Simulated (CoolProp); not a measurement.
Values from CoolProp's reference Helmholtz-energy equation of state, Thol 2016.

Problem. For hexamethyldisiloxane (MM), give the phase and the speed of sound (m/s), fugacity coefficient at 280.1 K and 4.55 MPa; 503 K and 1.42 MPa.

Solution. 
- 280.1 K and 4.55 MPa: liquid; speed of sound 977, fugacity coefficient 0.000681
- 503 K and 1.42 MPa: gas; speed of sound 91.5, fugacity coefficient 0.713
